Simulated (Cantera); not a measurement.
Feed: 1 mol BCl3, 9.8 mol NH3, at 0.248 Torr.

Method: chemical equilibrium by Gibbs-energy minimisation in Cantera with the NASA 1993 tables (ideal gas, pure condensed phases). Candidate condensed phases: B, BN, NH4Cl; 21 gas species. The tables' values for BCl are old estimates; treat these amounts as uncertain. Kinetics and transport are ignored. All values below are at 1575 K.

Base state: H2 0.639, N2 0.213, HCl 0.145, H 0.00183, Cl 0.000330, BCl 0.000127 (mole fractions); condensed: BN(s).

Task: What changes in the equilibrium state with this change: NH3 from 9.8 to 1.8 mol?

Result: 
| species | before | after |
|---|---|---|
| HCl | 0.145 | 0.638 |
| H2 | 0.639 | 0.266 |
| N2 | 0.213 | 0.0889 |
| BCl3 | 5.43e-6 | 0.00267 |
| BCl2 | 6.15e-6 | 0.000443 |
| BCl | 0.000127 | 0.00135 |
| Cl | 0.000330 | 0.00225 |
| H | 0.00183 | 0.00118 |
| BN(s), mol | 0.997 | 0.979 |
The tables' values for BCl, BCl2 are old estimates; treat these amounts as uncertain. Gases not in the tables: BHCl2.

Task: What changes in the equilibrium state with this change: NH3 from 9.8 to 1.1 mol?

Result: 
| species | before | after |
|---|---|---|
| HCl | 0.145 | 0.811 |
| H2 | 0.639 | 0.105 |
| N2 | 0.213 | 0.0363 |
| BCl3 | 5.43e-6 | 0.0346 |
| BCl2 | 6.15e-6 | 0.00284 |
| BCl | 0.000127 | 0.00426 |
| BN(s), mol | 0.997 | 0.866 |
The tables' values for BCl, BCl2 are old estimates; treat these amounts as uncertain. Gases not in the tables: BHCl2.
